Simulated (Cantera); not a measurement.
An isothermal, constant-pressure homogeneous reactor starts with N2O : N2 = 1 : 9.7 (molar parts), at 1475 K and 0.987 atm. Integrator tolerance rtol = 1e-08.

Cantera simulation using GRI-Mech 3.0 (53 species, 325 reactions); the numbers are that mechanism's predictions, not measurements. GRI-Mech 3.0 was tuned for natural gas; its chemistry of N2O as a main component is partial and can be far from experiment. The temperature is held fixed by assumption; the heat of reaction is taken as removed at once.

Question: What does this change do: N2 9.7 to 1.9 parts?

Answer: 
| quantity | before | after |
|---|---|---|
| x(N2O) at 8.00 s | 1.26e-7 (gas-phase equilibrium 3.74e-8) | 1.03e-6 (gas-phase equilibrium 6.07e-8) |
| x(O) at 8.00 s | 5.51e-7 (gas-phase equilibrium 6.08e-7) | 1.00e-6 (gas-phase equilibrium 1.11e-6) |
| x(NO) at 8.00 s | 0.0168 (gas-phase equilibrium 0.000549) | 0.0549 (gas-phase equilibrium 0.000944) |
| x(NO2) at 8.00 s | 4.02e-5 (gas-phase equilibrium 1.46e-6) | 0.000239 (gas-phase equilibrium 4.55e-6) |
| x(N2) at 8.00 s | 0.947 (gas-phase equilibrium 0.955) | 0.825 (gas-phase equilibrium 0.852) |
| x(O2) at 8.00 s | 0.0362 (gas-phase equilibrium 0.0444) | 0.119 (gas-phase equilibrium 0.147) |

Question: What does this change do: temperature 1475 to 1350 K?

Answer: 
| quantity | before | after |
|---|---|---|
| x(N2O) at 8.00 s | 1.26e-7 (gas-phase equilibrium 3.74e-8) | 5.83e-8 (gas-phase equilibrium 1.97e-8) |
| x(O) at 8.00 s | 5.51e-7 (gas-phase equilibrium 6.08e-7) | 8.37e-8 (gas-phase equilibrium 8.96e-8) |
| x(NO) at 8.00 s | 0.0168 (gas-phase equilibrium 0.000549) | 0.0117 (gas-phase equilibrium 0.000276) |
| x(NO2) at 8.00 s | 4.02e-5 (gas-phase equilibrium 1.46e-6) | 4.47e-5 (gas-phase equilibrium 1.13e-6) |
| x(N2) at 8.00 s | 0.947 (gas-phase equilibrium 0.955) | 0.950 (gas-phase equilibrium 0.955) |
| x(O2) at 8.00 s | 0.0362 (gas-phase equilibrium 0.0444) | 0.0387 (gas-phase equilibrium 0.0445) |
The mechanism lacks the step 2 NO + O2 → 2 NO2, which can matter for NO2 below about 1400 K.

Question: What does this change do: temperature 1475 to 1175 K?

Answer: 
```
quantity                                           before                                    after
----------------  ---------------------------------------  ---------------------------------------
x(N2O) at 8.00 s  1.26e-7 (gas-phase equilibrium 3.74e-8)   0.0105 (gas-phase equilibrium 6.43e-9)
x(O) at 8.00 s    5.51e-7 (gas-phase equilibrium 6.08e-7)  2.50e-7 (gas-phase equilibrium 3.10e-9)
x(NO) at 8.00 s   0.0168 (gas-phase equilibrium 0.000549)  0.00577 (gas-phase equilibrium 8.21e-5)
x(NO2) at 8.00 s  4.02e-5 (gas-phase equilibrium 1.46e-6)  6.72e-5 (gas-phase equilibrium 7.21e-7)
x(N2) at 8.00 s       0.947 (gas-phase equilibrium 0.955)      0.947 (gas-phase equilibrium 0.955)
x(O2) at 8.00 s     0.0362 (gas-phase equilibrium 0.0444)    0.0367 (gas-phase equilibrium 0.0446)
```
The mechanism lacks the step 2 NO + O2 → 2 NO2, which can matter for NO2 below about 1400 K.
